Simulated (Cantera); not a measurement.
**Thermodynamics of roasting and sulfation, feed FeS + SO₂ + CO₂**

Input: 1 mol FeS, 0.19 mol SO₂, 7.2 mol CO₂, at 0.133 bar.

Cantera equilibrium calculation (NASA polynomials, part measured and part estimated; ideal gas, pure solids and liquids). Candidate condensed phases: C, Fe, Fe(CO)₅, FeO, FeS, FeSO₄, FeS₂, Fe₂O₃, Fe₂(SO₄)₃, Fe₃O₄, S; 25 gas species. Metal and sulfide melt together well below either melting point, which pure phases cannot show. Mutual solubility and eutectic melting of coexisting phases are not modelled. The tables' stoichiometric FeO is somewhat more stable than real wüstite, so its field is too wide. FeO, FeS: taken at fixed stoichiometry. The numbers say what is thermodynamically allowed, not how fast it happens.

```json
[
 {"T (K)": "1398", "x CO₂": "0.777", "x CO": "0.142", "x SO₂": "0.0554", "x S₂": "0.0232", "x SO": "0.000642", "x COS": "0.00160", "x S₂O": "0.000432", "x S": "4.77e-6", "n FeO(s)": "0.631", "n FeS(s)": "0.369", "n FeS(l)": "0", "n FeO(l)": "0"},
 {"T (K)": "1473", "x CO₂": "0.690", "x CO": "0.203", "x SO₂": "0.0651", "x S₂": "0.0372", "x SO": "0.00133", "x COS": "0.00197", "x S₂O": "0.000657", "x S": "1.56e-5", "n FeO(s)": "0.969", "n FeS(s)": "0", "n FeS(l)": "0.0310", "n FeO(l)": "0"},
 {"T (K)": "1548", "x CO₂": "0.645", "x CO": "0.240", "x SO₂": "0.0810", "x S₂": "0.0302", "x SO": "0.00228", "x COS": "0.00148", "x S₂O": "0.000616", "x S": "3.32e-5", "n FeO(s)": "1.000", "n FeS(s)": "0", "n FeS(l)": "0", "n FeO(l)": "0"},
 {"T (K)": "1623", "x CO₂": "0.606", "x CO": "0.271", "x SO₂": "0.0964", "x S₂": "0.0215", "x SO": "0.00353", "x COS": "0.00103", "x S₂O": "0.000515", "x S": "6.12e-5", "n FeO(s)": "1.000", "n FeS(s)": "0", "n FeS(l)": "0", "n FeO(l)": "0"},
 {"T (K)": "1698", "x CO₂": "0.572", "x CO": "0.299", "x SO₂": "0.109", "x S₂": "0.0140", "x SO": "0.00502", "x COS": "0.000690", "x S₂O": "0.000391", "x S": "0.000100", "n FeO(s)": "0", "n FeS(s)": "0", "n FeS(l)": "0", "n FeO(l)": "1.000"},
 {"T (K)": "1773", "x CO₂": "0.546", "x CO": "0.320", "x SO₂": "0.119", "x S₂": "0.00806", "x SO": "0.00657", "x COS": "0.000433", "x S₂O": "0.000267", "x S": "0.000146", "n FeO(s)": "0", "n FeS(s)": "0", "n FeS(l)": "0", "n FeO(l)": "1.000"},
 {"T (K)": "1848", "x CO₂": "0.528", "x CO": "0.333", "x SO₂": "0.126", "x S₂": "0.00407", "x SO": "0.00793", "x COS": "0.000253", "x S₂O": "0.000162", "x S": "0.000189", "n FeO(s)": "0", "n FeS(s)": "0", "n FeS(l)": "0", "n FeO(l)": "1.000"}
]
```
x: gas mole fraction; n: condensed amount in mol.

At 1398 K the condensed part is FeO(s) + FeS(s). At 1473 K the condensed part is FeO(s) + FeS(l). From 1548 K to 1623 K the condensed part is FeO(s). From 1698 K to 1848 K the condensed part is FeO(l).
